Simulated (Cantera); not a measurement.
Feed: 1 mol SiHCl3, 1.5 mol HCl, 90 mol H2, equilibrated at 0.100 bar.

These are equilibrium values from Cantera (NASA tables, ideal gas, pure condensed phases), not measurements of a reactor. Candidate condensed phases: Si; 19 gas species. Equilibrium is a limit: real reactors are often held back by kinetics, nucleation or transport.

Over these rows the condensed part is Si(s). Partial pressures as log10 of bar:

```json
[
 {"T (K)": "1073", "1000/T (1/K)": "0.9320", "log p SiCl4": "-3.33", "log p H2": "-1.01", "log p HCl": "-2.76"},
 {"T (K)": "1173", "1000/T (1/K)": "0.8525", "log p SiCl4": "?", "log p H2": "-1.02", "log p HCl": "-2.55"},
 {"T (K)": "1273", "1000/T (1/K)": "0.7855", "log p SiCl4": "-4.24", "log p H2": "-1.02", "log p HCl": "-2.45"},
 {"T (K)": "1373", "1000/T (1/K)": "0.7283", "log p SiCl4": "-4.96", "log p H2": "-1.02", "log p HCl": "-2.42"},
 {"T (K)": "1473", "1000/T (1/K)": "0.6789", "log p SiCl4": "-5.67", "log p H2": "-1.02", "log p HCl": "-2.42"},
 {"T (K)": "1573", "1000/T (1/K)": "0.6357", "log p SiCl4": "-6.30", "log p H2": "-1.02", "log p HCl": "-2.42"}
]
```

**Question.** Fit log p(SiCl4) = a + b·(1000/T) to the five rows, give the apparent enthalpy, and predict the row at 1173 K.

**Answer.** Means: 1000/T = 0.7521, log p = -4.900. Sxy = 0.525239, Sxx = 0.0529532, so b = 9.92 and a = -4.900 − (9.92)×0.7521 = -12.36.
Apparent enthalpy: −19.145 × (9.92) = -190 kJ/mol. With the condensed phases at unit activity, Si(s) + 4 HCl(g) = SiCl4(g) + 2 H2(g) links this pressure to the main gases: over the six rows their terms move log p by +1.38 in all, so the slope isn't that reaction's ΔH° alone. The five rows lie within 0.33 of the line; that is curvature, so one enthalpy describes this range poorly.
Prediction at 1173 K: -12.36 + (9.92)×0.8525 = -3.90. The computed value is -3.66, 0.24 from the line.
